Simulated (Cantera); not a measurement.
Feed: 1 mol Pb, a varied amount of H2, equilibrated at 1.33 mbar.

Equilibrium computed with Cantera from the NASA thermochemical tables; the gas is ideal and each condensed phase is pure. Candidate condensed phases: Pb; 4 gas species. Kinetics and transport are ignored.

Q: What condenses at these points (T in °C, n(H2) in mol): (552, 20); (1152, 1.5); (552, 2.5); (702, 4.2); (1002, 4.2)?

A: 
```json
[
 {"T (°C)": "552", "n(H2) in mol": "20", "condensed phases": "Pb", "Pb condensed (%)": "99.8"},
 {"T (°C)": "1152", "n(H2) in mol": "1.5", "condensed phases": "gas only", "Pb condensed (%)": "0.0"},
 {"T (°C)": "552", "n(H2) in mol": "2.5", "condensed phases": "Pb", "Pb condensed (%)": "100.0"},
 {"T (°C)": "702", "n(H2) in mol": "4.2", "condensed phases": "Pb", "Pb condensed (%)": "97.1"},
 {"T (°C)": "1002", "n(H2) in mol": "4.2", "condensed phases": "gas only", "Pb condensed (%)": "0.0"}
]
```
